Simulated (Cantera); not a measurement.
## Catalytic combustion on Pt

An isothermal plug-flow reactor at 1175 K and 1050 Torr (inlet), inlet velocity 0.089 m/s, active area per volume 220 1/m; feed 0.283 % CH4, 2.34 % O2, 97.4 % N2.

Computed with Cantera and Deutschmann's 1995 Pt surface mechanism with GRI-Mech 3.0 gas chemistry. Catalytic surfaces can have several steady states; this one follows from the mechanism file's or the stated starting coverage. Mass transfer to the wall is taken as infinitely fast.

```
z (m)       x CH4    x O2    x H2O     x CO2     x CO  θ free Pt   θ O*     θ OH*
-------  --------  ------  -------  --------  -------  ---------  -----  --------
0.00017   0.00223  0.0222  0.00120  0.000597  3.25e-6      0.477  0.522  0.000566
0.00037   0.00167  0.0211  0.00231   0.00115  2.46e-6      0.480  0.520  0.000767
0.00079  0.000890  0.0196  0.00383   0.00190  1.35e-6      0.483  0.516  0.000977
0.0017   0.000216  0.0183  0.00515   0.00255  3.97e-7      0.487  0.512   0.00113
0.0037    8.88e-6  0.0179  0.00559   0.00277  5.50e-8      0.488  0.511   0.00117
0.0079    1.25e-8  0.0178  0.00563   0.00280  1.60e-8      0.488  0.511   0.00118
0.017    2.88e-10  0.0178  0.00565   0.00281  6.52e-9      0.488  0.511   0.00118
```
x: gas mole fraction; θ: surface coverage.
